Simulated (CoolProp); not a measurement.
A single-stage vapour-compression cycle with R143a: evaporating at 193.15 K (dew point), condensing at 255.15 K (bubble point), superheat 5 K, subcooling 5 K, compressor efficiency 0.85, no pressure losses. Each further row changes one setting.

Model: reference Helmholtz-energy equation of state, Lemmon and Jacobsen 2000, in CoolProp.

| case | cooling COP | pressure ratio | discharge temperature (K) | refrigerating effect (kJ/kg) | volumetric capacity (kJ/m³) |
|---|---|---|---|---|---|
| as stated | 2.09 | 21.6 | 305.4 | 176 | 143 |
| evaporating temperature 198.15 K | 2.39 | 15.5 | 299.4 | 180 | 199 |
| condensing temperature 250.15 K | 2.33 | 17.9 | 298.5 | 183 | 149 |
| subcooling 10 K | 2.17 | 21.6 | 305.4 | 183 | 149 |
| superheat 15 K | 2.08 | 21.6 | 316.9 | 184 | 142 |
| compressor efficiency 0.75 | 1.84 | 21.6 | 316.6 | 176 | 143 |
